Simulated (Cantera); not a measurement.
**Carbon deposition, reforming and gasification: C2H4 + NH3**

Input: 1 mol C2H4, 0.94 mol NH3, at 75.0 Torr.

These are equilibrium values from Cantera (NASA tables, ideal gas, pure condensed phases), not measurements of a reactor. Candidate condensed phases: C, C6H6, C7H8, C8H18; 92 gas species. Equilibrium is a limit: real reactors are often held back by kinetics, nucleation or transport.

From 1523 K to 2323 K the condensed part is C(graphite). The main C-bearing gas is HCN throughout. The share of C in condensed phases is highest at 1523 K (99.9 %) and lowest at 2323 K (95.5 %).

```tsv
T (K)	x H2	x N2	x H	x HCN	x C2H2 (acetylene)	x HNC	x CH4	x CN	n C(graphite)
1523	0.878	0.121	6.85e-5	0.000404	1.04e-5	7.34e-6	0.000178	1.70e-10	2.00
1623	0.878	0.121	0.000205	0.000767	3.06e-5	1.87e-5	0.000114	1.42e-9	2.00
1723	0.877	0.120	0.000540	0.00135	7.94e-5	4.27e-5	7.75e-5	9.25e-9	1.99
1823	0.876	0.120	0.00128	0.00222	0.000185	8.88e-5	5.48e-5	4.89e-8	1.99
1923	0.874	0.119	0.00278	0.00347	0.000394	0.000171	4.01e-5	2.17e-7	1.98
2023	0.870	0.118	0.00560	0.00517	0.000777	0.000306	3.02e-5	8.25e-7	1.97
2123	0.864	0.117	0.0105	0.00738	0.00143	0.000517	2.33e-5	2.76e-6	1.96
2223	0.853	0.115	0.0187	0.0101	0.00248	0.000829	1.82e-5	8.26e-6	1.94
2323	0.838	0.112	0.0315	0.0135	0.00406	0.00126	1.44e-5	2.24e-5	1.91
```
x: gas mole fraction; n: condensed amount in mol.
